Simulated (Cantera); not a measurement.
Cantera with NASA thermochemical tables; ideal gases at 1 bar, condensed phases pure. Values are per mole of reaction as written; species without (g) are pure solids or liquids, kept so even where they would boil at 1 bar. TaC: taken at fixed stoichiometry.

8 N(g) + 5 TaC + C₃H₈(g) → 5 Ta + 8 HCN(g)

```csv
T (K),ΔH° (kJ),ΔS° (J/K),ΔG° (kJ),log10 K
898,-1899.6,74.7,-1966.7,114.40
973,?,?,?,?
1048,-1907.7,66.4,-1977.3,98.55
1123,?,?,?,?
1198,?,?,?,?
1273,-1920.4,55.4,-1991.0,81.69
1348,-1924.7,52.1,-1995.0,77.30
1423,?,?,?,?
```

What belongs in the gaps?


- 973, ΔH° (kJ): -1903.6
- 973, ΔS° (J/K): 70.5
- 973, ΔG° (kJ): -1972.2
- 973, log10 K: 105.87
- 1123, ΔH° (kJ): -1911.9
- 1123, ΔS° (J/K): 62.5
- 1123, ΔG° (kJ): -1982.1
- 1123, log10 K: 92.19
- 1198, ΔH° (kJ): -1916.2
- 1198, ΔS° (J/K): 58.9
- 1198, ΔG° (kJ): -1986.7
- 1198, log10 K: 86.62
- 1423, ΔH° (kJ): -1929.1
- 1423, ΔS° (J/K): 49.0
- 1423, ΔG° (kJ): -1998.8
- 1423, log10 K: 73.37
